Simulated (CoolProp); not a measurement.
Vapour-liquid equilibrium of cyclohexane (1) + n-octane (2) at 177.95 °C; x and y are mole fractions of (1).

Model: multi-fluid Helmholtz-energy mixture model, Zhou 2014 and Beckmüller 2019; pair parameters Bell 2016, in CoolProp.

Problem. Give the bubble pressure and the first vapour's composition at x = 0.05, 0.2, 0.425. Is there an azeotrope?

Solution. x = 0.05: 3.818 bar, y = 0.104; x = 0.2: 4.609 bar, y = 0.356; x = 0.425: 5.860 bar, y = 0.620. No azeotrope shows between x = 0.05 and 0.95.

The pair parameters rest on a limited set of measurements; away from them the model extrapolates.
